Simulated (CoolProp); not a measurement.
A Linde-Hampson liquefier for CF4 (R14): isothermal reversible compression at 280 K from 1 atm to 10 MPa, throttling to 1 atm, return gas leaving the recuperator 0 K below the feed. Each further row changes one setting.

Computed with CoolProp (reference Helmholtz-energy equation of state, Platzer 1990). This equation is an older, rougher fit; its heat capacities, sound speeds and derivatives of the liquid may be far off and weren't checked against measurements.

```csv
case,liquid yield per pass,compression work (kJ/kg of gas)
as stated,[?],109
high pressure 20 MPa,[?],[?]
warm-end temperature 310 K,0.163,[?]
warm-end gap 5 K,[?],109
```

Q: Complete the blanks.

A: 
- as stated, liquid yield per pass: 0.248
- high pressure 20 MPa, liquid yield per pass: 0.331
- high pressure 20 MPa, compression work (kJ/kg of gas): 121
- warm-end temperature 310 K, compression work (kJ/kg of gas): 126
- warm-end gap 5 K, liquid yield per pass: 0.236
